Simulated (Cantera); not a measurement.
Input (Python, Cantera):

```python
import numpy as np
import cantera as ct

gas = ct.Solution("gri30.yaml", transport_model="mixture-averaged")
show = ['C2H2', 'NO', 'NH3']

rows = []
print(f"{'T/K':>7s}{'rho':>11s}{'cp':>10s}{'mu':>11s}{'lambda':>11s}{'Pr':>7s}" + "".join(f"{'D_' + s:>11s}" for s in show))
for T in [400, 500, 600, 700, 800, 900, 1000, 1100, 1200]:
    gas.TPX = T, 6200, {'C2H4': 0.84}
    Pr = gas.cp_mass * gas.viscosity / gas.thermal_conductivity
    D = [gas.mix_diff_coeffs_mole[gas.species_index(s)] for s in show]
    rows.append([gas.density, gas.cp_mass, gas.viscosity, gas.thermal_conductivity, Pr, *D])
    print(f"{T:7g}{gas.density:11.4e}{gas.cp_mass:10.1f}{gas.viscosity:11.4e}"
          f"{gas.thermal_conductivity:11.4e}{Pr:7.3f}" + "".join(f"{d:11.4e}" for d in D))
print("SI units: kg/m3, J/kg/K, Pa s, W/m/K, m2/s")
```

Output:

```
    T/K        rho        cp         mu     lambda     Pr     D_C2H2       D_NO      D_NH3
    400 5.2299e-02    1876.5 1.3349e-05 3.3646e-02  0.745 3.5217e-04 4.3821e-04 4.5519e-04
    500 4.1839e-02    2220.0 1.6342e-05 4.8586e-02  0.747 5.3343e-04 6.5275e-04 7.0378e-04
    600 3.4866e-02    2528.6 1.9101e-05 6.4378e-02  0.750 7.4317e-04 8.9866e-04 9.9674e-04
    700 2.9885e-02    2785.0 2.1665e-05 8.0427e-02  0.750 9.7908e-04 1.1736e-03 1.3302e-03
    800 2.6149e-02    2990.8 2.4066e-05 9.6427e-02  0.746 1.2394e-03 1.4759e-03 1.7012e-03
    900 2.3244e-02    3167.1 2.6332e-05 1.1221e-01  0.743 1.5226e-03 1.8041e-03 2.1073e-03
   1000 2.0920e-02    3354.1 2.8480e-05 1.2770e-01  0.748 1.8276e-03 2.1569e-03 2.5464e-03
   1100 1.9018e-02    3497.7 3.0529e-05 1.4283e-01  0.748 2.1535e-03 2.5336e-03 3.0168e-03
   1200 1.7433e-02    3624.8 3.2491e-05 1.5758e-01  0.747 2.4993e-03 2.9331e-03 3.5172e-03
SI units: kg/m3, J/kg/K, Pa s, W/m/K, m2/s
```

Detailed kinetics in Cantera: GRI-Mech 3.0 (53 species, 325 reactions). The composition is frozen, though it would react at the higher temperatures.
